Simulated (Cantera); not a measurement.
Feed: 1 mol SiC, 3.8 mol H₂, held at 0.000350 bar.

These are equilibrium values from Cantera (NASA tables, ideal gas, pure condensed phases), not measurements of a reactor. Candidate condensed phases: C, C₆H₆, C₇H₈, C₈H₁₈, Si, SiC; 87 gas species. Equilibrium is a limit: real reactors are often held back by kinetics, nucleation or transport. All values below are at 2250 °C.

Base state: H 0.659, H₂ 0.197, Si 0.108, SiC₂ 0.0299, C₂H₂ (acetylene) 0.00234, C₃ 0.00202, C 0.000650, C₂H 0.000591 (mole fractions); condensed: C(graphite).

Question: What changes in the equilibrium state with this change: pressure from 0.000350 bar to 1 atm?

Answer: 
```json
[
 {"species": "H₂", "before": "0.197", "after": "0.965"},
 {"species": "H", "before": "0.659", "after": "0.0271"},
 {"species": "Si", "before": "0.108", "after": "0.00309"},
 {"species": "SiC₂", "before": "0.0299", "after": "0.000177"},
 {"species": "CH₄", "before": "1.96e-9", "after": "6.20e-5"},
 {"species": "C₃", "before": "0.00202", "after": "6.56e-8"},
 {"species": "C₂", "before": "0.000187", "after": "1.34e-8"},
 {"species": "C(graphite), mol", "before": "0.473", "after": "0"},
 {"species": "SiC(s), mol", "before": "0", "after": "0.978"}
]
```
Gases not in the tables: Si₂H₆ and higher silanes.
